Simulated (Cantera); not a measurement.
## Al + N2 + H2 (aluminium nitride and oxide growth)

Input: 1 mol Al, 5.8 mol N2, 270 mol H2, equilibrated at 38.0 Pa.

These are equilibrium values from Cantera (NASA tables, ideal gas, pure condensed phases), not measurements of a reactor. Candidate condensed phases: Al, AlN; 13 gas species. Rates play no part.

| T (K) | log p H2 | log p H | log p N2 | log p Al | n AlN(s) |
|---|---|---|---|---|---|
| 1425 | -3.43 | -6.88 | -5.14 | -8.81 | 0.999 |
| 1475 | -3.43 | -6.60 | -5.14 | -8.02 | 0.993 |
| 1525 | -3.43 | -6.34 | -5.13 | -7.28 | 0.961 |
| 1575 | -3.43 | -6.10 | -5.13 | -6.59 | 0.810 |
| 1625 | -3.43 | -5.87 | -5.11 | -5.95 | 0.173 |
| 1675 | -3.43 | -5.65 | -5.10 | -5.87 | 0 |
| 1725 | -3.44 | -5.45 | -5.10 | -5.87 | 0 |
| 1775 | -3.44 | -5.26 | -5.10 | -5.87 | 0 |
| 1825 | -3.44 | -5.08 | -5.10 | -5.87 | 0 |
| 1875 | -3.45 | -4.91 | -5.11 | -5.87 | 0 |
| 1925 | -3.45 | -4.75 | -5.11 | -5.88 | 0 |
| 1975 | -3.46 | -4.59 | -5.11 | -5.88 | 0 |
| 2025 | -3.47 | -4.45 | -5.12 | -5.89 | 0 |
| 2075 | -3.49 | -4.32 | -5.13 | -5.89 | 0 |
log p: log10 of the partial pressure in bar; n: condensed amount in mol.

From 1425 K to 1625 K the condensed part is AlN(s). From 1675 K to 2075 K nothing is condensed. The main Al-bearing gas is Al throughout.
